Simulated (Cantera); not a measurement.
A closed system holds: 1 mol Si, 3.3 mol HCl, 4.1 mol H2, equilibrated at 101000 Pa.

Equilibrium computed with Cantera from the NASA thermochemical tables; the gas is ideal and each condensed phase is pure. Candidate condensed phases: Si; 19 gas species. Equilibrium is a limit: real reactors are often held back by kinetics, nucleation or transport.

What share of the Si ends up in condensed phases as a function of T (K), at 675, 725, 775, 825, 875, 925, 975, 1025, 1075, 1125?


```tsv
T (K)	Si condensed (%)	as
675	7.9	Si(s)
725	8.1	Si(s)
775	8.2	Si(s)
825	8.5	Si(s)
875	8.8	Si(s)
925	9.3	Si(s)
975	9.9	Si(s)
1025	10.6	Si(s)
1075	11.5	Si(s)
1125	12.5	Si(s)
```
